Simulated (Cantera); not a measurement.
A closed system holds: 1 mol SiC, 0.26 mol H2O, 25 mol N2, 2 mol CO2, at 1048 K and 0.100 bar.

Equilibrium computed with Cantera from the NASA thermochemical tables; the gas is ideal and each condensed phase is pure. Candidate condensed phases: C, C6H6, C7H8, C8H18, H2O, Si, SiC, SiO2, Si2N2O, Si3N4; 151 gas species. Equilibrium is a limit: real reactors are often held back by kinetics, nucleation or transport.

Base state: N2 0.909, CO 0.0818, H2 0.00943, CO2 0.000149, H2O 1.44e-5 (mole fractions); condensed: C(graphite) + SiO2(β-quartz).

**Question.** What changes in the equilibrium state with this change: SiC replaced by Si3N4?

**Answer.** 
```
species                before    after
-------------------  --------  -------
N2                      0.909    0.986
H2                    0.00943  0.00971
CO                     0.0818  0.00466
CO2                  0.000149  4.81e-7
H2O                   1.44e-5  8.45e-7
C(graphite), mol        0.744     1.88
SiO2(β-quartz), mol      1.00     1.76
Si2N2O(s), mol              0    0.622
```
Mutual solubility and eutectic melting of coexisting phases are not modelled.

**Question.** What changes in the equilibrium state with this change: temperature from 1048 K to 1225 K?

**Answer.** 
```csv
species,before,after
N2,0.909,0.905
CO,0.0818,0.0853
H2,0.00943,0.00942
CO2,0.000149,9.74e-6
H2O,1.44e-5,1.58e-6
"C(graphite), mol",0.744,0.647
"SiO2(β-quartz), mol",1.00,0.938
"Si2N2O(s), mol",0,0.0311
```
N2 is the only nitrogen source here; it is nearly inert below about 1500 K, so the nitride shown seldom forms there in practice. Mutual solubility and eutectic melting of coexisting phases are not modelled. The tables hold silica as quartz up to 1696 K and as liquid above; real silica turns to tridymite and cristobalite and melts near 1996 K.
